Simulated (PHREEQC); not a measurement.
Consider water at 25 °C with 0.25 mol TMAH and 0.0018 mol K3PO4 per kg of water. Closed to the air; pH follows from the charge balance.

Computed with PHREEQC (ion-association model, wateq4f.dat).

**Question.** The ionic strength comes out as 0.261 mol/kgw. What activity coefficients do K+, OH-, PO4-3, HPO4-2 get?

**Answer.** K+ 0.69, OH- 0.69, PO4-3 0.053, HPO4-2 0.27.

This is a speciation only: nothing precipitates in the calculation. (CH3)4N+ isn't in the database: it is added as a free cation with an ion size of 4 Å. H3PO4, which wateq4f.dat lacks, is added to it with the constant of phreeqc.dat.
